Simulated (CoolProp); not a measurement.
Properties of nitrous oxide along the isobar 8.55 MPa (Tc = 309.5 K, pc = 7.245 MPa, ω = 0.161).

Computed with CoolProp (reference Helmholtz-energy equation of state, Lemmon 2006). It is a short technical equation, of lower accuracy than the large ones.

```json
[
 {"T (K)": "230.1", "phase": "liquid", "density (kg/m³)": "1105", "cp (kJ/(kg K))": "1.768", "Joule-Thomson coefficient (K/MPa)": "-0.1635", "isothermal compressibility (1/MPa)": "0.002149"},
 {"T (K)": "252.8", "phase": "liquid", "density (kg/m³)": "1026", "cp (kJ/(kg K))": "1.865", "Joule-Thomson coefficient (K/MPa)": "-0.04039", "isothermal compressibility (1/MPa)": "0.003438"},
 {"T (K)": "275.5", "phase": "liquid", "density (kg/m³)": "932.2", "cp (kJ/(kg K))": "2.061", "Joule-Thomson coefficient (K/MPa)": "0.1960", "isothermal compressibility (1/MPa)": "0.006399"},
 {"T (K)": "298.1", "phase": "liquid", "density (kg/m³)": "803.7", "cp (kJ/(kg K))": "2.640", "Joule-Thomson coefficient (K/MPa)": "0.8113", "isothermal compressibility (1/MPa)": "0.01796"},
 {"T (K)": "320.8", "phase": "supercritical", "density (kg/m³)": "345.4", "cp (kJ/(kg K))": "7.715", "Joule-Thomson coefficient (K/MPa)": "7.003", "isothermal compressibility (1/MPa)": "0.5233"},
 {"T (K)": "343.5", "phase": "supercritical", "density (kg/m³)": "205.2", "cp (kJ/(kg K))": "2.011", "Joule-Thomson coefficient (K/MPa)": "7.258", "isothermal compressibility (1/MPa)": "0.2001"},
 {"T (K)": "366.2", "phase": "supercritical", "density (kg/m³)": "167.5", "cp (kJ/(kg K))": "1.530", "Joule-Thomson coefficient (K/MPa)": "6.299", "isothermal compressibility (1/MPa)": "0.1627"},
 {"T (K)": "388.8", "phase": "supercritical", "density (kg/m³)": "145.8", "cp (kJ/(kg K))": "1.358", "Joule-Thomson coefficient (K/MPa)": "5.466", "isothermal compressibility (1/MPa)": "0.1472"}
]
```

The peak of cp marks the crossing from liquid-like to gas-like fluid above the critical point.
